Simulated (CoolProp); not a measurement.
A single-stage vapour-compression cycle with C3F8 (R218): evaporating at 228.15 K (dew point), condensing at 260.15 K (bubble point), superheat 5 K, subcooling 2 K, compressor efficiency 0.9, no pressure losses. Each further row changes one setting.

Computed with CoolProp (reference Helmholtz-energy equation of state, Lemmon 2006). It is a short technical equation, of lower accuracy than the large ones.

```
case                              cooling COP  pressure ratio  discharge temperature (K)  refrigerating effect (kJ/kg)  volumetric capacity (kJ/m³)
--------------------------------  -----------  --------------  -------------------------  ----------------------------  ---------------------------
as stated                                5.40            3.86                      260.1                          81.8                          567
evaporating temperature 233.15 K         6.76            3.04                      260.1                           ___                          737
condensing temperature 255.15 K          6.65             ___                      255.3                          86.9                          602
subcooling 7 K                           5.74            3.86                      260.1                          86.9                          602
superheat 15 K                            ___            3.86                        ___                          88.9                          587
compressor efficiency 0.8                 ___            3.86                        ___                          81.8                          567
```

Task: Some entries are withheld; supply them.

Result: 
- evaporating temperature 233.15 K, refrigerating effect (kJ/kg): 84.9
- condensing temperature 255.15 K, pressure ratio: 3.21
- superheat 15 K, cooling COP: 5.57
- superheat 15 K, discharge temperature (K): 269.0
- compressor efficiency 0.8, cooling COP: 4.80
- compressor efficiency 0.8, discharge temperature (K): 261.5

The compression ends wet for: as stated; evaporating temperature 233.15 K; subcooling 7 K.
